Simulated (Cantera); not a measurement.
Input: 1 mol Cu, 1.4 mol NH3, 140 mol N2, held at 1873 K and 330 Pa.

Equilibrium computed with Cantera from the NASA thermochemical tables; the gas is ideal and each condensed phase is pure. Candidate condensed phases: Cu; 11 gas species. Equilibrium is a limit: real reactors are often held back by kinetics, nucleation or transport.

Base state: N2 0.978, H2 0.0139, Cu 0.00695, H 0.00133 (mole fractions); condensed: gas only.

**Question.** What changes in the equilibrium state with this change: temperature from 1873 K to 1673.15 K?

**Answer.** 
```json
[
 {"species": "N2", "before": "0.978", "after": "0.978"},
 {"species": "H2", "before": "0.0139", "after": "0.0145"},
 {"species": "Cu", "before": "0.00695", "after": "0.00695"},
 {"species": "H", "before": "0.00133", "after": "0.000239"}
]
```
